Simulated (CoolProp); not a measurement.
p-xylene at several states: density (kg/m³) from the reference equation and from simpler models built on Tc = 616.2 K, pc = 35.32 bar, ω = 0.324; each cubic takes its own stable root.

Model: reference Helmholtz-energy equation of state, Zhou 2012, in CoolProp.

```csv
T (K),p (bar),phase,reference
559.6,59.4,liquid,595.9
336.8,26.7,liquid,825.3
519.8,1.01,gas,2.530
```

Q: How far does each simpler model (Soave-Redlich-Kwong, Peng-Robinson) lie from the reference over these 3 states: mean and median of the absolute difference, and the worst?

A: 
- Soave-Redlich-Kwong: mean 9.5 %, median 13.0 %, worst -15.1 % at 559.6 K and 59.4 bar
- Peng-Robinson: mean 2.2 %, median 2.1 %, worst -4.4 % at 559.6 K and 59.4 bar
